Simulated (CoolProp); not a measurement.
Vapour pressure (bar) of fluoroethane (R161): the reference equation beside estimates from Tc = 375.2 K, pc = 50.10 bar, ω = 0.216. Clausius-Clapeyron is anchored at 260.9 K with a constant enthalpy of vaporisation of 19.00 kJ/mol.

Computed with CoolProp (reference Helmholtz-energy equation of state, Wu 2012).

```
T (K)  reference  Lee-Kesler  Clausius-Clapeyron  van der Waals  Redlich-Kwong  Soave-Redlich-Kwong  Peng-Robinson
-----  ---------  ----------  ------------------  -------------  -------------  -------------------  -------------
249.1      1.814       1.803               1.886          7.618          2.753                1.804          1.810
260.9      2.855       2.854               2.855          9.701          4.136                2.852              …
272.8      4.318       4.330                   …          12.15              …                4.330          4.300
284.6          …       6.297               5.922          14.93          8.324                6.307          6.245
296.4      8.811       8.858               8.152          18.10          11.25                8.895          8.790
308.3      12.08       12.14               10.98          21.70          14.85                12.23          12.08
320.1      16.13       16.20               14.43          25.68          19.12                16.37          16.16
331.9      21.10       21.18               18.60          30.08          24.16                21.45          21.20
343.7      27.12       27.22               23.56          34.92          30.02                27.58          27.32
355.6      34.44       34.57               29.43          40.26          36.81                34.96          34.72
367.4      43.20       43.33               36.17          46.01          44.47                43.58              …
```

Q: Some entries are withheld; supply them.

A: 
- 260.9, Peng-Robinson: 2.845
- 272.8, Clausius-Clapeyron: 4.184
- 272.8, Redlich-Kwong: 5.980
- 284.6, reference: 6.267
- 367.4, Peng-Robinson: 43.45

Absolute difference from the reference over all 11 rows, mean and median: Lee-Kesler 0.4 and 0.4 %, Clausius-Clapeyron 8.7 and 9.1 %, van der Waals 110.8 and 79.6 %, Redlich-Kwong 24.7 and 22.9 %, Soave-Redlich-Kwong 1.0 and 1.0 %, Peng-Robinson 0.4 and 0.4 %.
